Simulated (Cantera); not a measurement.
Transport properties of process gases

Gas mixture: 30.9 % N2O, 69.1 % CO2, at 750 Torr, frozen composition.

Cantera's kinetic-theory transport with the Lennard-Jones parameters of GRI-Mech 3.0, ideal gas; thermal conductivity in the mixture-averaged form.

```tsv
T (K)	ρ (kg/m³)	cp (J/kg/K)	μ (µPa s)	λ (mW/m/K)	Pr	D (cm²/s) CO2	D (cm²/s) O	D (cm²/s) C2H2
400	1.32	947.9	19.7	25.4	0.735	0.195	0.429	0.214
500	1.06	1023	23.9	33.2	0.734	0.295	0.636	0.323
600	0.882	1084	27.7	40.9	0.733	0.410	0.871	0.449
700	0.756	1134	31.3	48.3	0.733	0.540	1.13	0.590
800	0.662	1176	34.6	55.4	0.733	0.683	1.42	0.746
900	0.588	1211	37.7	62.3	0.733	0.839	1.74	0.916
1000	0.529	1241	40.7	68.8	0.734	1.01	2.07	1.10
```
D: mixture-averaged diffusion coefficient of that species in the mixture.
